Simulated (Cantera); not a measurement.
# Equilibrium for silicon carbide growth: SiH2Cl2 + C2H4 + H2

Input: 1 mol SiH2Cl2, 0.89 mol C2H4, 160 mol H2, at 10000 Pa.

Cantera equilibrium calculation (NASA polynomials, part measured and part estimated; ideal gas, pure solids and liquids). Candidate condensed phases: C, C6H6, C7H8, C8H18, Si, SiC; 109 gas species. Gases not in the tables: Si2H6 and higher silanes. The numbers say what is thermodynamically allowed, not how fast it happens.

| T (°C) | log p H2 | log p HCl | log p H | log p C2H2 (acetylene) | log p CH4 | log p Si | n C(graphite) | n SiC(s) |
|---|---|---|---|---|---|---|---|---|
| 1027 | -1.01 | -2.91 | -6.46 | -7.25 | -4.12 | -12.89 | 0.655 | 1.000 |
| 1127 | -1.01 | -2.91 | -5.82 | -6.60 | -4.38 | -11.40 | 0.711 | 1.000 |
| 1227 | -1.01 | -2.91 | -5.26 | -6.05 | -4.60 | -10.12 | 0.737 | 0.999 |
| 1327 | -1.01 | -2.91 | -4.77 | -5.57 | -4.80 | -8.99 | 0.746 | 0.999 |
| 1427 | -1.01 | -2.91 | -4.33 | -5.14 | -4.97 | -8.00 | 0.740 | 0.999 |
| 1527 | -1.01 | -2.91 | -3.95 | -4.76 | -5.13 | -7.12 | 0.713 | 0.998 |
| 1627 | -1.01 | -2.92 | -3.60 | -4.42 | -5.26 | -6.33 | 0.651 | 0.996 |
| 1727 | -1.01 | -2.92 | -3.29 | -4.12 | -5.39 | -5.62 | 0.534 | 0.990 |
| 1827 | -1.01 | -2.92 | -3.01 | -3.85 | -5.50 | -4.98 | 0.336 | 0.970 |
log p: log10 of the partial pressure in bar; n: condensed amount in mol.

From 1027 °C to 1827 °C the condensed part is C(graphite) + SiC(s). The main Si-bearing gas is SiCl2 at 1027 °C and Si at 1827 °C.
